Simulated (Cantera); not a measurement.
Input (Python, Cantera):

```python
import numpy as np
import cantera as ct

gas = ct.Solution("gri30.yaml")


def delay(T, t_max=10):
    gas.TPX = T, 2000000, {'CH4': 1, 'H2': 0.049, 'O2': 0.964, 'N2': 3.62}
    reactor = ct.IdealGasConstPressureReactor(gas, clone=False)
    net = ct.ReactorNet([reactor])
    net.rtol, net.atol = 1e-8, 1e-16
    while net.time < t_max:
        t_old, T_old = net.time, reactor.T
        net.step()
        if reactor.T > T + 400:  # ignition: a rise of 400 K
            return t_old + (T + 400 - T_old) / (reactor.T - T_old) * (net.time - t_old)
    return np.nan


taus = []
for T in [950, 1000, 1050, 1100, 1150, 1200, 1250]:
    taus.append(delay(T))
    print(f"T0 = {T:6g} K   tau = {taus[-1]:.4e} s")
```

Result:

```
T0 =    950 K   tau = 2.8932e-02 s
T0 =   1000 K   tau = 1.1694e-02 s
T0 =   1050 K   tau = 5.7835e-03 s
T0 =   1100 K   tau = 3.3280e-03 s
T0 =   1150 K   tau = 2.0915e-03 s
T0 =   1200 K   tau = 1.3656e-03 s
T0 =   1250 K   tau = 9.0071e-04 s
```

Model: GRI-Mech 3.0 (53 species, 325 reactions), integrated in Cantera. The pressure lies above the range GRI-Mech 3.0 was tuned for (to about 10 atm). Below about 1000 K GRI-Mech 3.0 lacks low-temperature oxidation paths.
